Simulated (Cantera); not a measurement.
Input (Python, Cantera) and output of one run.

```python
import numpy as np
import cantera as ct

gas_names = """
    CL CL2 H HCL H2 Si SiCL SiCL2 SiCL3 SiCL4 SiH SiHCL3 SiH2 SiH2CL2 SiH3 SiH3CL SiH4 Si2 Si3
""".split()
cond_names = """
    Si(cr) Si(L)
""".split()


# ... load() reads the species with a 1 bar reference pressure and builds the phases ...
atoms = {
    'Si': {'Si': 1},
    'HCl': {'H': 1, 'CL': 1},
    'H2': {'H': 2},
}
top_T = {}  # K; cautious upper limits of use, not melting points


# ... equilibrate(T, P, feed) seeds the gas with the atoms and calls Mixture.equilibrate('TP', solver="vcs", rtol=1e-11, max_steps=5000) ...
results = []
feed = {'Si': 1, 'HCl': 0.93, 'H2': 16}  # mol
T = 1048  # K
P = 1800000  # Pa
mix = equilibrate(T, P, feed)
results.append((T, P, feed, dict(zip(mix.species_names, mix.species_moles))))
x = sorted(zip(gas.X, gas.species_names), reverse=True)
print(f"T = {T:g} K  P = {P:g} Pa  gas = {mix.phase_moles(0):.4g} mol")
print("   x: " + "  ".join(f"{s} {v:.3e}" for v, s in x if v > 0.0001))
print("   condensed (mol): " + ("  ".join(f"{mix.phase(i).name} {mix.phase_moles(i):.4g}"
      for i in range(1, mix.n_phases) if mix.phase_moles(i) > 1e-12) or "none"))
```

Output:

```
T = 1048 K  P = 1.8e+06 Pa  gas = 16.64 mol
   x: H2 9.789e-01  SiHCL3 1.009e-02  SiCL4 3.812e-03  HCL 3.785e-03  SiH2CL2 3.035e-03  SiH3CL 2.377e-04
   condensed (mol): Si(cr) 0.7124
```

Cantera equilibrium calculation (NASA polynomials, part measured and part estimated; ideal gas, pure solids and liquids). The tables' values for SiCl3 are old estimates; treat these amounts as uncertain.
